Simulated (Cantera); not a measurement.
Feed: 1 mol borazine, 0.8 mol H₂O, 39 mol N₂, equilibrated at 44.0 Pa.

Cantera equilibrium calculation (NASA polynomials, part measured and part estimated; ideal gas, pure solids and liquids). Candidate condensed phases: B, BN, B₂O₃, B₃O₃H₃, H₂O; 39 gas species. The feed counts by its element totals alone. Mutual solubility and eutectic melting of coexisting phases are not modelled. The numbers say what is thermodynamically allowed, not how fast it happens. All values below are at 1348 K.

Base state: N₂ 0.909, H₂ 0.0867, HBO₂ 0.00187, B₂O₃ 0.00152, HBO 0.000580, H₂O 5.32e-5, B₂O₂ 4.57e-5, H 3.25e-5 (mole fractions); condensed: BN(s) + B₂O₃(l).

**Question.** What changes in the equilibrium state with this change: pressure from 44.0 Pa to 17.0 mbar?

**Answer.** 
```json
[
 {"species": "N₂", "before": "0.909", "after": "0.911"},
 {"species": "H₂", "before": "0.0867", "after": "0.0877"},
 {"species": "HBO₂", "before": "0.00187", "after": "0.000555"},
 {"species": "B₂O₃", "before": "0.00152", "after": "3.93e-5"},
 {"species": "B₂O₂", "before": "4.57e-5", "after": "3.50e-7"},
 {"species": "HBO", "before": "0.000580", "after": "5.10e-5"},
 {"species": "H", "before": "3.25e-5", "after": "5.26e-6"},
 {"species": "H₂O", "before": "5.32e-5", "after": "0.000182"},
 {"species": "BN(s), mol", "before": "2.49", "after": "2.48"},
 {"species": "B₂O₃(l), mol", "before": "0.137", "after": "0.246"}
]
```
